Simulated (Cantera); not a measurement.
An isothermal, constant-pressure homogeneous reactor starts with 7.41 % H2, 92.6 % O2, at 1298 K and 10.00 Torr.

Cantera simulation using GRI-Mech 3.0 (53 species, 325 reactions); the numbers are that mechanism's predictions, not measurements. Radical loss at walls, strong at low pressure, is not modelled. The temperature is held fixed by assumption; the heat of reaction is taken as removed at once.

One state of this run: x H2 = 5.86e-8; x O2 = 0.923; x OH = 3.85e-5; x O = 1.43e-6; x H2O2 = 4.62e-10. x: mole fraction; the columns are a selection and need not sum to one.

Question: Which value of t (s) does it belong to?
A. 24.1
B. 0.155
C. 85.0
D. 8.00e-5

Answer: C, 85.0
